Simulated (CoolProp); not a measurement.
R114 along the isotherm 468.6 K: Z from the reference equation and from simpler models built on Tc = 420.6 K, pc = 3352 kPa, ω = 0.252; each cubic takes its own stable root.

Values from CoolProp's reference Helmholtz-energy equation of state, Platzer 1990. This equation is an older, rougher fit; its heat capacities, sound speeds and derivatives of the liquid may be far off and weren't checked against measurements.

| p (kPa) | phase | reference | van der Waals | Soave-Redlich-Kwong | Peng-Robinson |
|---|---|---|---|---|---|
| 26.5 | gas | 0.9981 | 0.9982 | 0.9981 | 0.9979 |
| 50.2 | gas | 0.9965 | 0.9966 | 0.9965 | 0.9960 |
| 95.2 | gas | 0.9933 | 0.9935 | 0.9933 | 0.9924 |
| 181 | gas | 0.9873 | 0.9876 | 0.9873 | 0.9854 |
| 342 | gas | 0.9757 | 0.9763 | 0.9758 | 0.9724 |
| 649 | gas | 0.9533 | ? | 0.9537 | ? |
| 1230 | gas | ? | 0.9104 | 0.9104 | 0.8985 |
| 2330 | gas | ? | 0.8162 | 0.8230 | 0.8019 |
| 4420 | supercritical | 0.6109 | ? | ? | 0.6029 |
| 8380 | supercritical | 0.4600 | 0.5264 | 0.5089 | ? |

Problem. Some entries are withheld; supply them.

Solution. 
- 649, van der Waals: 0.9543
- 649, Peng-Robinson: 0.9472
- 1230, reference: 0.9089
- 2330, reference: 0.8173
- 4420, van der Waals: 0.5572
- 4420, Soave-Redlich-Kwong: 0.6344
- 8380, Peng-Robinson: 0.4693
